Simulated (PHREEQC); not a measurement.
0.021 g of hydrous ferric oxide (600 m²/g; 0.2 weak and 0.005 strong sites per Fe, Dzombak-Morel constants, diffuse double layer) in 1 kg of water with 0.001 mol/kgw of an inert sodium salt and 0.00062 mmol/kgw MgCl2 and 0.0082 mmol/kgw H3BO3, at 25 °C; the pH is set by adding NaOH or the inert anion's acid. O2 is buffered at 0.21 atm. CO2 from the air is kept out. Precipitation was switched off in this run.

The series has 13 steps of pH, from 4 to 12.

Computed with PHREEQC (ion-association model, wateq4f.dat).

Problem. Near which pH is half of the Mg sorbed, and on which side is more sorbed?

Solution. Near pH 8.6, with more sorbed at higher pH.
